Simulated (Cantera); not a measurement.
**Premixed flame**

A freely propagating, adiabatic, planar premixed flame of 2.83 % C3H8, 20.2 % O2, 76.0 % N2, 0.961 % H2O, equivalence ratio 0.70, unburnt at 425 K and 0.132 atm; mixture-averaged transport, grid criteria slope 0.08 and curve 0.16, no radiation.

Cantera simulation using GRI-Mech 3.0 (53 species, 325 reactions); the numbers are that mechanism's predictions, not measurements. GRI-Mech 3.0 was tuned for natural gas; its chemistry of propane as a main component is partial and can be far from experiment. Burning velocities carry a grid error of a few per cent, more on coarse grids.

| z (mm) | T (K) | u (m/s) | x C3H8 | x O2 | x N2O | x CH4 | x O | x CO |
|---|---|---|---|---|---|---|---|---|
| -6.70 | 425 | 0.840 | 0.0283 | 0.202 | <1e-8 | 2.51e-7 | <1e-8 | 1.67e-6 |
| -4.47 | 426 | 0.843 | 0.0282 | 0.201 | <1e-8 | 4.11e-6 | <1e-8 | 3.18e-5 |
| -3.35 | 430 | 0.852 | 0.0282 | 0.201 | <1e-8 | 1.74e-5 | <1e-8 | 0.000147 |
| -2.23 | 460 | 0.915 | 0.0279 | 0.198 | <1e-8 | 0.000114 | 1.11e-8 | 0.00110 |
| -1.12 | 727 | 1.47 | 0.0226 | 0.175 | <1e-8 | 0.000898 | 1.70e-6 | 0.0113 |
| -0.558 | 1068 | 2.21 | 0.00976 | 0.142 | <1e-8 | 0.00140 | 6.45e-5 | 0.0278 |
| 0 | 1406 | 2.96 | 0.000602 | 0.104 | <1e-8 | 0.000765 | 0.00113 | 0.0451 |
| 0.558 | 1537 | 3.24 | 2.24e-6 | 0.0831 | 1.68e-8 | 0.000130 | 0.00464 | 0.0449 |
| 1.12 | 1569 | 3.30 | <1e-8 | 0.0745 | 2.37e-8 | 1.25e-5 | 0.00703 | 0.0370 |
| 2.23 | 1604 | 3.36 | <1e-8 | 0.0680 | 2.89e-8 | 9.16e-8 | 0.00831 | 0.0254 |
| 4.47 | 1651 | 3.44 | <1e-8 | 0.0642 | 3.00e-8 | <1e-8 | 0.00826 | 0.0164 |
| 8.93 | 1711 | 3.55 | <1e-8 | 0.0622 | 3.26e-8 | <1e-8 | 0.00710 | 0.0127 |
| 17.9 | 1780 | 3.67 | <1e-8 | 0.0609 | 3.81e-8 | <1e-8 | 0.00530 | 0.0105 |
x: mole fraction of selected species; z is measured from the peak of heat release.

- laminar burning velocity = 83.9 cm/s
- thermal thickness = 2.23 mm
- peak x(CH4) = 0.00140
- peak x(O) = 0.00844
- peak x(CO) = 0.0471
- grid points = 145
